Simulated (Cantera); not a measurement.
Charge: 1 mol SiHCl₃, 12 mol NH₃, 18 mol H₂, at 615 Torr.

Cantera equilibrium calculation (NASA polynomials, part measured and part estimated; ideal gas, pure solids and liquids). Candidate condensed phases: NH₄Cl, Si, Si₃N₄; 28 gas species. The tables' values for SiCl, SiCl₃ are old estimates; treat these amounts as uncertain. Gases not in the tables: Si₂H₆ and higher silanes. Kinetics and transport are ignored.

x: gas mole fraction; n: condensed amount in mol.

```
T (K)   x H₂   x N₂   x HCl   x SiCl₂  n Si₃N₄(s)  n Si(l)
-----  -----  -----  ------  --------  ----------  -------
1473   0.808  0.123  0.0689   7.79e-5       0.332        0
1573   0.808  0.123  0.0684  0.000295       0.328        0
1673   0.808  0.124  0.0671  0.000920       0.319        0
1773   0.809  0.125  0.0640         …       0.297        0
1873   0.810  0.126       …         …           …        0
1973   0.802  0.136  0.0514   0.00813           0    0.627
2073   0.801  0.136  0.0524   0.00757           0    0.642
```

Q: Some entries are withheld; supply them.

A: 
- 1773, x SiCl₂: 0.00236
- 1873, x HCl: 0.0586
- 1873, x SiCl₂: 0.00494
- 1873, n Si₃N₄(s): 0.259
